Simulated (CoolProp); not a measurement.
A Linde-Hampson liquefier for methane: isothermal reversible compression at 280 K from 1 atm to 30 MPa, throttling to 1 atm, return gas leaving the recuperator 10 K below the feed. Each further row changes one setting.

Computed with CoolProp (reference Helmholtz-energy equation of state, Setzmann 1991).

```json
[
 {"case": "as stated", "liquid yield per pass": "0.259", "compression work (kJ/kg of gas)": "763"},
 {"case": "high pressure 60 MPa", "liquid yield per pass": "0.260", "compression work (kJ/kg of gas)": "872"},
 {"case": "warm-end temperature 310 K", "liquid yield per pass": "0.197", "compression work (kJ/kg of gas)": "868"},
 {"case": "warm-end gap 15 K", "liquid yield per pass": "0.249", "compression work (kJ/kg of gas)": "763"}
]
```
